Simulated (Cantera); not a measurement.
A Cantera script and what it prints.

```python
import numpy as np
import cantera as ct

gas_names = [...]  # 116 gases of nasa_gas.yaml made of C, H, Mg, O
cond_names = """
    C(gr) C6H6(L) C7H8(L) C8H18(L),n-octa H2O(s) H2O(L) Mg(cr) Mg(L) MgCO3(s) MgO(s) MgO(L) MgO2H2(s)
""".split()


# ... load() reads the species with a 1 bar reference pressure and builds the phases ...
atoms = {
    'MgCO3': {'Mg': 1, 'C': 1, 'O': 3},
    'C': {'C': 1},
    'H2O': {'H': 2, 'O': 1},
}
top_T = {'C(gr)': 4500}  # K; cautious upper limits of use, not melting points


# ... equilibrate(T, P, feed) seeds the gas with the atoms and calls Mixture.equilibrate('TP', solver="vcs", rtol=1e-11, max_steps=5000) ...
results = []
feed = {'MgCO3': 1, 'C': 0.039, 'H2O': 3}  # mol
P = 57000  # Pa
for T in [1548, 1598, 1648, 1698, 1748, 1798, 1848, 1898, 1948, 1998, 2048, 2098]:
    mix = equilibrate(T, P, feed)
    results.append((T, P, feed, dict(zip(mix.species_names, mix.species_moles))))

top = {s: max(r[3][s] / sum(r[3][g] for g in gas_names) for r in results) for s in gas_names}
cols = sorted((s for s in top if top[s] > 0.0001), key=lambda s: -top[s])[:9]
seen = [c for c in cond_names if any(r[3].get(c, 0) > 1e-12 for r in results)]
print("log10 of partial pressures in bar; condensed amounts in mol")
print(f"{'T/K':>10s}" + "".join(f"{s[:9]:>10s}" for s in cols + seen))
for T, P, feed, n in results:
    ng = sum(n[g] for g in gas_names)
    print(f"{T:10.4g}" + "".join(f"{np.log10(max(n[s] / ng * P / 1e5, 1e-99)):10.3f}" for s in cols)
          + "".join(f"{n.get(c, 0):10.4g}" for c in seen))
```

It prints:

```
log10 of partial pressures in bar; condensed amounts in mol
       T/K       H2O       CO2        CO        H2        OH        O2         H    MgO(s)
      1548    -0.379    -0.850    -2.272    -2.247    -5.244    -7.171    -5.635         1
      1598    -0.379    -0.851    -2.257    -2.262    -4.932    -6.611    -5.405         1
      1648    -0.379    -0.851    -2.243    -2.276    -4.639    -6.086    -5.188         1
      1698    -0.379    -0.852    -2.230    -2.289    -4.363    -5.591    -4.985         1
      1748    -0.379    -0.852    -2.218    -2.302    -4.103    -5.124    -4.792         1
      1798    -0.378    -0.853    -2.205    -2.312    -3.858    -4.686    -4.609         1
      1848    -0.379    -0.853    -2.192    -2.320    -3.627    -4.276    -4.436         1
      1898    -0.379    -0.854    -2.176    -2.323    -3.411    -3.896    -4.269    0.9999
      1948    -0.379    -0.856    -2.153    -2.319    -3.210    -3.551    -4.106    0.9999
      1998    -0.380    -0.858    -2.121    -2.303    -3.025    -3.246    -3.946    0.9999
      2048    -0.381    -0.861    -2.077    -2.275    -2.857    -2.985    -3.787    0.9998
      2098    -0.383    -0.865    -2.023    -2.234    -2.703    -2.764    -3.629    0.9997
```

These are equilibrium values from Cantera (NASA tables, ideal gas, pure condensed phases), not measurements of a reactor.
